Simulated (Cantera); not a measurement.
**Metals in furnace atmospheres: Pb + O₂ + CO**

Feed: 1 mol Pb, 0.1 mol O₂, 0.61 mol CO, at 330 Pa.

Method: chemical equilibrium by Gibbs-energy minimisation in Cantera with the NASA 1993 tables (ideal gas, pure condensed phases). Candidate condensed phases: C, Pb, PbO, PbO₂, Pb₃O₄; 15 gas species. Equilibrium is a limit: real reactors are often held back by kinetics, nucleation or transport.

From 1075 K to 1225 K the condensed part is Pb(l). From 1375 K to 1975 K nothing is condensed. The main Pb-bearing gas is Pb throughout.

```json
[
 {"T (K)": "1075", "log p CO": "-2.66", "log p Pb": "-4.12", "log p CO₂": "-2.98", "log p PbO": "-9.57", "log p O": "<-14", "log p O₂": "<-14", "log p Pb₂": "-9.17", "n Pb(l)": "0.986"},
 {"T (K)": "1225", "log p CO": "-2.80", "log p Pb": "-3.03", "log p CO₂": "-3.11", "log p PbO": "-7.56", "log p O": "<-14", "log p O₂": "<-14", "log p Pb₂": "-7.35", "n Pb(l)": "0.759"},
 {"T (K)": "1375", "log p CO": "-3.08", "log p Pb": "-2.69", "log p CO₂": "-3.39", "log p PbO": "-6.49", "log p O": "-12.71", "log p O₂": "-13.02", "log p Pb₂": "-6.95", "n Pb(l)": "0"},
 {"T (K)": "1525", "log p CO": "-3.07", "log p Pb": "-2.69", "log p CO₂": "-3.39", "log p PbO": "-5.92", "log p O": "-10.71", "log p O₂": "-10.93", "log p Pb₂": "-7.18", "n Pb(l)": "0"},
 {"T (K)": "1675", "log p CO": "-3.07", "log p Pb": "-2.69", "log p CO₂": "-3.39", "log p PbO": "-5.45", "log p O": "-9.08", "log p O₂": "-9.22", "log p Pb₂": "-7.37", "n Pb(l)": "0"},
 {"T (K)": "1825", "log p CO": "-3.07", "log p Pb": "-2.69", "log p CO₂": "-3.40", "log p PbO": "-5.07", "log p O": "-7.71", "log p O₂": "-7.80", "log p Pb₂": "-7.53", "n Pb(l)": "0"},
 {"T (K)": "1975", "log p CO": "-3.07", "log p Pb": "-2.69", "log p CO₂": "-3.41", "log p PbO": "-4.76", "log p O": "-6.57", "log p O₂": "-6.62", "log p Pb₂": "-7.68", "n Pb(l)": "0"}
]
```
log p: log10 of the partial pressure in bar; n: condensed amount in mol.
